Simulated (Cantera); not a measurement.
An adiabatic, constant-pressure homogeneous reactor starts with CO : H₂ : O₂ : N₂ = 1 : 0.2 : 0.261 : 0.981 (molar parts), equivalence ratio 2.3, at 1173 K and 2700000 Pa.

Model: GRI-Mech 3.0 (53 species, 325 reactions), integrated in Cantera. The hydrogen kinetics of GRI-Mech 3.0 are dated; newer H2 mechanisms differ, most at raised pressure. The pressure lies above the range GRI-Mech 3.0 was tuned for (to about 10 atm).

One state of this run: T (K) = 2734; x CO = 0.293; x H₂ = 0.0186; x O₂ = 0.000155; x NO = 0.000689; x H = 0.00171. x: mole fraction; the columns are a selection and need not sum to one.

**Question.** Which value of t (s) does it belong to?
(A) 0.300
(B) 3.61e-5
(C) 7.22e-5
(D) 9.00e-6

**Answer.** A, 0.300
